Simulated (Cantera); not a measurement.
## Premixed flame

A freely propagating, adiabatic, planar premixed flame of 10.2 % CH4, 0.459 % H2, 18.8 % O2, 70.5 % N2, equivalence ratio 1.1, unburnt at 400 K and 0.132 atm; unity-Lewis-number transport, grid criteria slope 0.08 and curve 0.16, no radiation.

Computed with Cantera and GRI-Mech 3.0 (53 species, 325 reactions). Unity Lewis numbers drop preferential diffusion, which matters most where H2 and H carry the flame. Burning velocities carry a grid error of a few per cent, more on coarse grids.

```tsv
z (mm)	T (K)	u (m/s)	x CH4	x H2	x O2	x CH2O	x CH2	x HCN
-8.15	400	0.616	0.102	0.00460	0.188	1.62e-7	<1e-8	<1e-8
-5.43	402	0.619	0.102	0.00463	0.188	1.85e-6	<1e-8	<1e-8
-4.08	410	0.632	0.101	0.00483	0.187	1.14e-5	<1e-8	2.61e-8
-2.72	474	0.732	0.0971	0.00636	0.181	8.30e-5	<1e-8	1.99e-7
-1.36	881	1.38	0.0676	0.0168	0.139	0.000498	5.61e-8	1.37e-6
-0.679	1294	2.06	0.0347	0.0282	0.0925	0.000769	7.16e-6	2.72e-6
0	1688	2.73	0.00580	0.0333	0.0428	0.000446	4.81e-5	4.09e-6
0.679	1808	2.94	0.000191	0.0257	0.0214	3.18e-5	4.30e-6	2.41e-6
1.36	1829	2.97	3.16e-6	0.0245	0.0170	5.91e-7	8.16e-8	8.36e-7
2.72	1854	3.01	<1e-8	0.0254	0.0151	<1e-8	<1e-8	1.02e-7
5.43	1889	3.06	<1e-8	0.0251	0.0139	<1e-8	<1e-8	<1e-8
10.9	1941	3.13	<1e-8	0.0239	0.0124	<1e-8	<1e-8	<1e-8
21.7	2007	3.22	<1e-8	0.0219	0.0104	<1e-8	<1e-8	<1e-8
```
x: mole fraction of selected species; z is measured from the peak of heat release.

```yaml
laminar_burning_velocity: 61.6 cm/s
thermal_thickness: 2.72 mm
peak x(CH2O): 0.000775
peak x(CH2): 4.93e-5
peak x(HCN): 4.09e-6
grid_points: 146
```
